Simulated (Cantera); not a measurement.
Feed: 1 mol Si(CH3)4, 0.24 mol HCl, 4.7 mol H2, held at 1500 °C and 61000 Pa.

Method: chemical equilibrium by Gibbs-energy minimisation in Cantera with the NASA 1993 tables (ideal gas, pure condensed phases). Candidate condensed phases: C, C6H6, C7H8, C8H18, Si, SiC; 109 gas species. Equilibrium is a limit: real reactors are often held back by kinetics, nucleation or transport.

Task: What is the equilibrium state?

Result: 
```
Item                                  Value
--------------------------------  ---------
x(H2)                                 0.977
x(HCl)                               0.0219
x(CH4)                             0.000491
x(H)                               0.000361
x(C2H2 (acetylene))                0.000137
x(SiCl2)                            3.34e-5
x(Cl)                               6.20e-6
x(CH3)                              3.67e-6
x(C2H4)                             2.31e-6
n(C(graphite))                     2.99 mol
n(SiC(s))                         1.000 mol
gas amount                        10.94 mol
log10 activity of Si(l) (absent)      -1.67
```
